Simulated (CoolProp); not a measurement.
Vapour-liquid equilibrium of toluene (1) + ethylbenzene (2) at 0.00643 MPa; x and y are mole fractions of (1).

The numbers come from the multi-fluid Helmholtz-energy mixture model, Lemmon 2006 and Zhou 2012; pair parameters Bell 2016 in CoolProp.

Q: Give the bubble temperature and the first vapour's composition at x = 0.05, 0.2, 0.65. Is there an azeotrope?

A: x = 0.05: 55.1 °C, y = 0.121; x = 0.2: 50.8 °C, y = 0.389; x = 0.65: 41.4 °C, y = 0.832. No azeotrope shows between x = 0.05 and 0.95.

Pair parameters are fitted to limited data, so mixtures are less certain than the pure fluids.
